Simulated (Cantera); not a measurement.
Mixture: 9.75 % CO, 1.85 % H2, 13.8 % O2, 74.6 % N2, at 1.30 bar, adiabatic and at constant pressure. Ignition delay is the time to a rise of 400 K.

Detailed kinetics in Cantera: GRI-Mech 3.0 (53 species, 325 reactions). Where the delays flatten at high temperature, the 400 K rule measures the pace of heat release, not the induction time.

Task: Predict: delay at 1175 K; delay at 1325 K; delay at 1475 K; delay at 1625 K; delay at 1775 K.

Result: 
```
Item               Result
---------------  --------
delay at 1175 K  0.213 ms
delay at 1325 K  0.146 ms
delay at 1475 K  0.133 ms
delay at 1625 K  0.144 ms
delay at 1775 K  0.173 ms
```
